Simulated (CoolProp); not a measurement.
Vapour-liquid equilibrium of toluene (1) + n-octane (2) at 0.338 MPa; x and y are mole fractions of (1).

Values from CoolProp's multi-fluid Helmholtz-energy mixture model, Lemmon 2006 and Beckmüller 2019; pair parameters Bell 2016.

```
x     bubble temperature, mixture model (K)  bubble temperature, Raoult's law (K)  y, mixture model  y, Raoult's law
----  -------------------------------------  ------------------------------------  ----------------  ---------------
0.05                                  447.0                                 447.6             0.076            0.069
0.2                                   443.0                                 444.9             0.275            0.260
0.35                                  439.7                                 442.3             0.439            0.431
0.5                                   437.2                                 439.9             0.579            0.586
0.65                                  435.2                                 437.5             0.706            0.725
0.8                                   433.7                                 435.3             0.828            0.851
0.95                                  432.6                                 433.1             0.955            0.964
```

The largest gap from Raoult's law is -2.7 K in bubble temperature, at x = 0.5. No azeotrope shows between x = 0.05 and 0.95.

The pair parameters rest on a limited set of measurements; away from them the model extrapolates.
